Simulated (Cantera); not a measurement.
An isothermal plug-flow reactor at 950 K and 100000 Pa (inlet), inlet velocity 4.2 m/s, active area per volume 110 1/m; feed H2 : O2 : N2 : H2O = 0.002 : 0.16 : 0.79 : 0.011 (molar parts), equivalence ratio 0.0063.

Detailed kinetics in Cantera: Deutschmann's 1995 Pt surface mechanism with GRI-Mech 3.0 gas chemistry. Catalytic surfaces can have several steady states; this one follows from the mechanism file's or the stated starting coverage. Mass transfer to the wall is taken as infinitely fast.

Predict: x(H2) at z = 0.048 m; x(O2) at z = 0.048 m; x(H2O) at z = 0.048 m; θ(free Pt) at the exit; θ(O*) at the exit; θ(OH*) at the exit.


| Item | Value |
|---|---|
| x(H2) at z = 0.048 m | 5.35e-6 |
| x(O2) at z = 0.048 m | 0.165 |
| x(H2O) at z = 0.048 m | 0.0135 |
| θ(free Pt) at the exit | 0.126 |
| θ(O*) at the exit | 0.872 |
| θ(OH*) at the exit | 0.00209 |
